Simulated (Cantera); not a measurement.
A freely propagating, adiabatic, planar premixed flame of H2 : O2 : N2 = 1 : 0.357 : 0.964 (molar parts), equivalence ratio 1.4, unburnt at 425 K and 0.330 bar; unity-Lewis-number transport, grid criteria slope 0.08 and curve 0.16, no radiation.

Detailed kinetics in Cantera: the H2/O2 subset of GRI-Mech 3.0, which has no nitrogen chemistry. Unity Lewis numbers drop preferential diffusion, which matters most where H2 and H carry the flame. Burning velocities carry a grid error of a few per cent, more on coarse grids.

x: mole fraction of selected species; z is measured from the peak of heat release.

```json
[
 {"z (mm)": "-3.82", "T (K)": "425", "u (m/s)": "3.55", "x H2": "0.431", "x O2": "0.154", "x H": "<1e-8", "x H2O2": "<1e-8", "x O": "<1e-8", "x OH": "<1e-8"},
 {"z (mm)": "-2.55", "T (K)": "425", "u (m/s)": "3.55", "x H2": "0.431", "x O2": "0.154", "x H": "<1e-8", "x H2O2": "<1e-8", "x O": "<1e-8", "x OH": "<1e-8"},
 {"z (mm)": "-1.91", "T (K)": "425", "u (m/s)": "3.55", "x H2": "0.431", "x O2": "0.154", "x H": "<1e-8", "x H2O2": "<1e-8", "x O": "<1e-8", "x OH": "<1e-8"},
 {"z (mm)": "-1.27", "T (K)": "425", "u (m/s)": "3.55", "x H2": "0.431", "x O2": "0.154", "x H": "<1e-8", "x H2O2": "4.33e-8", "x O": "2.74e-8", "x OH": "<1e-8"},
 {"z (mm)": "-0.637", "T (K)": "447", "u (m/s)": "3.73", "x H2": "0.429", "x O2": "0.153", "x H": "1.43e-5", "x H2O2": "4.02e-6", "x O": "6.06e-6", "x OH": "8.88e-6"},
 {"z (mm)": "-0.319", "T (K)": "(withheld)", "u (m/s)": "5.67", "x H2": "0.397", "x O2": "0.137", "x H": "0.00536", "x H2O2": "7.35e-6", "x O": "0.000301", "x OH": "0.000460"},
 {"z (mm)": "0", "T (K)": "(withheld)", "u (m/s)": "9.48", "x H2": "0.243", "x O2": "0.0714", "x H": "0.0720", "x H2O2": "1.28e-6", "x O": "0.00547", "x OH": "0.00316"},
 {"z (mm)": "0.319", "T (K)": "(withheld)", "u (m/s)": "11.6", "x H2": "0.126", "x O2": "0.0209", "x H": "0.124", "x H2O2": "1.22e-6", "x O": "0.0103", "x OH": "0.00921"},
 {"z (mm)": "0.637", "T (K)": "(withheld)", "u (m/s)": "12.6", "x H2": "0.116", "x O2": "0.0126", "x H": "0.118", "x H2O2": "8.66e-7", "x O": "0.0105", "x OH": "0.0123"},
 {"z (mm)": "1.27", "T (K)": "(withheld)", "u (m/s)": "13.6", "x H2": "0.122", "x O2": "0.0100", "x H": "0.0989", "x H2O2": "4.80e-7", "x O": "0.00940", "x OH": "0.0149"},
 {"z (mm)": "2.55", "T (K)": "1951", "u (m/s)": "14.7", "x H2": "0.129", "x O2": "0.00773", "x H": "0.0787", "x H2O2": "2.41e-7", "x O": "0.00759", "x OH": "0.0167"},
 {"z (mm)": "5.10", "T (K)": "2120", "u (m/s)": "15.8", "x H2": "0.133", "x O2": "0.00547", "x H": "0.0599", "x H2O2": "1.29e-7", "x O": "0.00548", "x OH": "0.0172"},
 {"z (mm)": "10.2", "T (K)": "2277", "u (m/s)": "16.7", "x H2": "0.137", "x O2": "0.00348", "x H": "0.0435", "x H2O2": "7.90e-8", "x O": "0.00350", "x OH": "0.0160"}
]
```

Q: What belongs in the gaps?

A: 
- -0.319, T (K): 689
- 0, T (K): 1187
- 0.319, T (K): 1486
- 0.637, T (K): 1624
- 1.27, T (K): 1780
